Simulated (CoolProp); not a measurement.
Properties of nitrogen along the isobar 0.101 MPa.

Computed with CoolProp (reference Helmholtz-energy equation of state, Span 2000).

```tsv
T (K)	phase	density (kg/m³)	isothermal compressibility (1/MPa)	Prandtl number	fugacity coefficient
70	liquid	838.6	0.002478	2.78	0.3750
117.8	gas	2.924	10.02	0.775	0.9879
165.6	gas	2.064	9.943	0.748	0.9958
213.3	gas	1.598	9.918	0.734	0.9983
261.1	gas	1.304	9.907	0.724	0.9994
308.9	gas	1.102	9.902	0.716	0.9999
356.7	gas	0.9539	9.900	0.711	1.000
404.4	gas	0.8412	9.898	0.707	1.000
```

Viscosity comes from a separate model (Lemmon 2004). Thermal conductivity comes from a separate model (Lemmon 2004).
